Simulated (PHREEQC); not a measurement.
A solution holds 3.9 mol/kgw NaCl, 0.14 mol/kgw MnCl2 and 0.11 mol/kgw LiCl, at 25 °C. It is in equilibrium with CO2 at log p = 0 (atm). Otherwise closed; pH follows from the charge balance.

Model: Pitzer model, pitzer.dat, run in PHREEQC.

```tsv
quantity	before	after
pH	3.41	3.10
HCO3- (mol/kgw)	0.000114	9.24e-5
CO3-2 (mol/kgw)	3.76e-10	8.31e-10
SI of Halite (NaCl)	-0.53	-0.07
SI of Nahcolite (NaHCO3)	-3.42	-3.59
```

Q: What was changed between the two runs?
A) NaCl from 3.9 to 5.85 mol/kgw
B) LiCl from 0.11 to 0.165 mol/kgw
C) MnCl2 from 0.14 to 1.4 mol/kgw
D) MnCl2 from 0.14 to 0.7 mol/kgw
E) diluted 100-fold with water

A: C, MnCl2 from 0.14 to 1.4 mol/kgw

This is a speciation only: nothing precipitates in the calculation. In brines, pH and single-ion activities rest on the MacInnes convention.
